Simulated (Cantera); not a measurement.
**Adiabatic ignition**

An adiabatic, constant-pressure homogeneous reactor starts with 1.97 % CH4, 0.142 % C2H6, 2.56 % C3H8, 19.9 % O2, 74.5 % N2, 0.887 % H2O, equivalence ratio 0.87, at 1798 K and 5.00 bar.

Detailed kinetics in Cantera: GRI-Mech 3.0 (53 species, 325 reactions). GRI-Mech 3.0 was tuned for natural gas; its chemistry of propane as a main component is partial and can be far from experiment.

| t (s) | T (K) | x CH4 | x C2H6 | x C3H8 | x HCO | x OH | x N2O | x O |
|---|---|---|---|---|---|---|---|---|
| 5.00e-6 | 2526 | 1.37e-7 | <1e-12 | <1e-12 | 6.43e-7 | 0.0232 | 6.11e-7 | 0.0162 |
| 1.21e-5 | 2798 | <1e-12 | <1e-12 | <1e-12 | 1.55e-7 | 0.0251 | 1.06e-6 | 0.0126 |
| 2.92e-5 | 2934 | <1e-12 | <1e-12 | <1e-12 | 9.29e-8 | 0.0230 | 1.63e-6 | 0.00868 |
| 7.07e-5 | 2944 | <1e-12 | <1e-12 | <1e-12 | 8.84e-8 | 0.0225 | 1.71e-6 | 0.00813 |
| 0.000171 | 2937 | <1e-12 | <1e-12 | <1e-12 | 8.78e-8 | 0.0219 | 1.76e-6 | 0.00773 |
| 0.000414 | 2931 | <1e-12 | <1e-12 | <1e-12 | 8.72e-8 | 0.0212 | 1.87e-6 | 0.00731 |
| 0.00100 | 2929 | <1e-12 | <1e-12 | <1e-12 | 8.70e-8 | 0.0210 | 1.91e-6 | 0.00718 |
| 0.00242 | 2929 | <1e-12 | <1e-12 | <1e-12 | 8.70e-8 | 0.0210 | 1.92e-6 | 0.00717 |
| 0.00585 | 2929 | <1e-12 | <1e-12 | <1e-12 | 8.70e-8 | 0.0210 | 1.92e-6 | 0.00717 |
| 0.0141 | 2929 | <1e-12 | <1e-12 | <1e-12 | 8.70e-8 | 0.0210 | 1.92e-6 | 0.00717 |
| 0.0342 | 2929 | <1e-12 | <1e-12 | <1e-12 | 8.70e-8 | 0.0210 | 1.92e-6 | 0.00717 |
| 0.0827 | 2929 | <1e-12 | <1e-12 | <1e-12 | 8.70e-8 | 0.0210 | 1.92e-6 | 0.00717 |
| 0.200 | 2929 | <1e-12 | <1e-12 | <1e-12 | 8.70e-8 | 0.0210 | 1.92e-6 | 0.00717 |
x: mole fraction; the columns are a selection and need not sum to one.

- time of steepest temperature rise = 4.31 µs
- temperature at 0.200 s = 2929 K
- equilibrium temperature = 2929 K
- x(CH4) at 0.200 s = <1e-12 (gas-phase equilibrium <1e-12)
- x(C2H6) at 0.200 s = <1e-12 (gas-phase equilibrium <1e-12)
- x(C3H8) at 0.200 s = <1e-12 (gas-phase equilibrium <1e-12)
